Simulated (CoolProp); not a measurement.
Saturation properties of n-nonane (Tc = 594.5 K, pc = 2282 kPa, ω = 0.443).

Model: reference Helmholtz-energy equation of state, Lemmon 2006, in CoolProp. It is a short technical equation, of lower accuracy than the large ones.

| T (K) | p (kPa) | liquid cp (kJ/(kg K)) | vapour viscosity (µPa s) |
|---|---|---|---|
| 295.9 | 0.5032 | … | 5.40 |
| 328 | 3.094 | 2.322 | 5.96 |
| 360.2 | 12.91 | 2.454 | 6.51 |
| 392.3 | 40.39 | 2.592 | 7.05 |
| 424.5 | 102.9 | 2.736 | 7.58 |
| 456.7 | … | 2.887 | 8.12 |
| 488.8 | 433.2 | 3.052 | 8.70 |
| 521 | 766.8 | … | 9.44 |
| 553.1 | 1267 | 3.589 | 10.6 |
| 585.3 | 2006 | 5.579 | 14.1 |

What belongs in the gaps?


- 295.9, liquid cp (kJ/(kg K)): 2.200
- 456.7, p (kPa): 224.2
- 521, liquid cp (kJ/(kg K)): 3.255

It boils at 423.9 K under 1 atm.

Viscosity comes from a separate model (Huber 2004).
